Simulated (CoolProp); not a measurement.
Vapour-liquid equilibrium of dimethyl ether (1) + isobutane (2) at -63.35 °C; x and y are mole fractions of (1).

Computed with CoolProp (multi-fluid Helmholtz-energy mixture model, Wu 2011 and Bücker 2006; pair parameters Bell 2016).

```
x     bubble pressure (bar)  y at the bubble point  dew pressure at overall composition x (bar)  liquid density (mol/L)
----  ---------------------  ---------------------  -------------------------------------------  ----------------------
0.05                      ?                  0.161                                      0.07774                   11.35
0.2                       ?                  0.422                                      0.08780                   11.98
0.35                 0.1203                  0.553                                       0.1002                   12.70
0.5                  0.1284                  0.642                                       0.1149                   13.50
0.65                      ?                  0.719                                       0.1290                   14.41
0.8                  0.1355                  0.806                                       0.1354                       ?
0.95                 0.1336                  0.937                                            ?                   16.63
```

Problem. Fill in the missing entries.

Solution. 
- 0.05, bubble pressure (bar): 0.08501
- 0.2, bubble pressure (bar): 0.1070
- 0.65, bubble pressure (bar): 0.1333
- 0.8, liquid density (mol/L): 15.44
- 0.95, dew pressure at overall composition x (bar): 0.1331

y crosses x between x = 0.8 and 0.95: the model has an azeotrope there.

The pair parameters rest on a limited set of measurements; away from them the model extrapolates.
